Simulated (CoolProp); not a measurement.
Computed with CoolProp (reference Helmholtz-energy equation of state, Jacobsen 1992).

**Question.** For R11, give the phase and the cp (kJ/(kg K)), cv (kJ/(kg K)) at 494.6 K and 89 kPa.

**Answer.** 
- 494.6 K and 89 kPa: gas; cp 0.684, cv 0.622
